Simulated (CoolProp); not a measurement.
C2F6 (R116) at 221.74 K and 8.21 MPa flows at 0.13 m/s in a round tube of 12.7 mm bore and 45 µm roughness, fully developed (64/Re and Nu = 3.66 if laminar; Colebrook and Gnielinski if turbulent). Each further row changes one setting.

The numbers come from the reference Helmholtz-energy equation of state, Lemmon 2006 in CoolProp. It is a short technical equation, of lower accuracy than the large ones.

| case | Reynolds number | Darcy friction factor | pressure drop (Pa/m) | heat-transfer coefficient (W/(m² K)) | mass flow (kg/h) |
|---|---|---|---|---|---|
| as stated | 7890 | 0.0374 | 38.1 | 321 | 90.7 |
| velocity 0.26 m/s | 15800 | 0.0334 | 136 | 635 | (withheld) |
| diameter 25.4 mm | 15800 | (withheld) | 15.6 | (withheld) | (withheld) |

Task: What belongs in the gaps?

Result: 
- velocity 0.26 m/s, mass flow (kg/h): 181
- diameter 25.4 mm, Darcy friction factor: 0.0306
- diameter 25.4 mm, heat-transfer coefficient (W/(m² K)): 299
- diameter 25.4 mm, mass flow (kg/h): 363

Viscosity comes from a separate model (Huber 2003), an estimate that may be off by 10 % or more. Thermal conductivity comes from a separate model (Huber 2003), an estimate that may be off by 10 % or more.
